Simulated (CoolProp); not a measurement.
The numbers come from the reference Helmholtz-energy equation of state, Akasaka 2023 in CoolProp.

### Question
Give the vapour pressure (MPa), liquid density (kg/m³), enthalpy of vaporisation (kJ/kg), liquid cp (kJ/(kg K)) of saturated R1224YDZ at -18.65 °C.

### Answer
```json
[
 {"T (°C)": "-18.65", "p (MPa)": "0.0226", "liquid density (kg/m³)": "1470", "enthalpy of vaporisation (kJ/kg)": "185", "liquid cp (kJ/(kg K))": "1.07"}
]
```
